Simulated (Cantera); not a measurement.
Input: 1 mol SiCl₄, 0.62 mol HCl, 950 mol H₂, at 750 Torr.

Equilibrium computed with Cantera from the NASA thermochemical tables; the gas is ideal and each condensed phase is pure. Candidate condensed phases: Si; 19 gas species. The tables' values for SiCl are old estimates; treat these amounts as uncertain. Gases not in the tables: Si₂H₆ and higher silanes. The numbers say what is thermodynamically allowed, not how fast it happens. All values below are at 2198 K.

Base state: H₂ 0.989, H 0.00554, HCl 0.00471, Si 0.000362, SiH₂ 0.000292, SiH 0.000160, SiCl₂ 4.33e-5, SiCl 2.13e-5 (mole fractions); condensed: Si(l).

Question: What changes in the equilibrium state with this change: H₂ from 950 to 3.3 mol?

Answer: 
```
species      before     after
----------  -------  --------
HCl         0.00471     0.427
H₂            0.989     0.397
SiCl₂       4.33e-5     0.155
SiCl₃       2.51e-8    0.0128
SiCl₄         <1e-9  0.000929
SiHCl₃      1.48e-9  0.000481
SiH₂Cl₂     3.54e-8   5.07e-5
Cl          1.92e-5   0.00275
SiCl        2.13e-5  0.000532
Si(l), mol    0.145         0
```
The tables' values for SiCl₃, SiCl are old estimates; treat these amounts as uncertain.
